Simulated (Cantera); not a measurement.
Input: 1 mol SiCl₄, 1.1 mol H₂, 4.7 mol HCl, at 1075 °C and 1100000 Pa.

Method: chemical equilibrium by Gibbs-energy minimisation in Cantera with the NASA 1993 tables (ideal gas, pure condensed phases). Candidate condensed phases: Si; 19 gas species. The tables' values for SiCl₃ are old estimates; treat these amounts as uncertain. Equilibrium is a limit: real reactors are often held back by kinetics, nucleation or transport.

Base state: HCl 0.694, H₂ 0.159, SiCl₄ 0.144, SiHCl₃ 0.00189, SiCl₃ 0.000673, SiCl₂ 1.57e-5 (mole fractions); condensed: gas only.

What changes in the equilibrium state with this change: temperature from 1075 °C to 1450 °C?


| species | before | after |
|---|---|---|
| HCl | 0.694 | 0.710 |
| H₂ | 0.159 | 0.144 |
| SiCl₄ | 0.144 | 0.122 |
| SiCl₃ | 0.000673 | 0.0146 |
| SiCl₂ | 1.57e-5 | 0.00328 |
| Cl | 1.01e-6 | 7.96e-5 |
